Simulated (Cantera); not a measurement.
Feed: 1 mol CH3Cl, 0.3 mol F2, held at 3.68 Torr.

These are equilibrium values from Cantera (NASA tables, ideal gas, pure condensed phases), not measurements of a reactor. Candidate condensed phases: C, C6H6, C7H8, C8H18; 118 gas species. Kinetics and transport are ignored. All values below are at 1373 K.

Base state: HCl 0.435, H2 0.304, HF 0.261, Cl 3.11e-5, H 2.62e-5 (mole fractions); condensed: C(graphite).

### Question
What changes in the equilibrium state with this change: CH3Cl replaced by C2F6?

### Answer
| species | before | after |
|---|---|---|
| CF4 | <1e-9 | 1.000 |
| CF2 | <1e-9 | 7.66e-5 |
| CF3 | <1e-9 | 2.20e-5 |
| HCl | 0.435 | 0 |
| H2 | 0.304 | 0 |
| HF | 0.261 | 0 |
| Cl | 3.11e-5 | 0 |
| H | 2.62e-5 | 0 |
| F | <1e-9 | 1.02e-5 |
| C(graphite), mol | 1.000 | 0.350 |
The feed counts by its element totals alone. Gases not in the tables: C2F6 and larger saturated fluorocarbons.
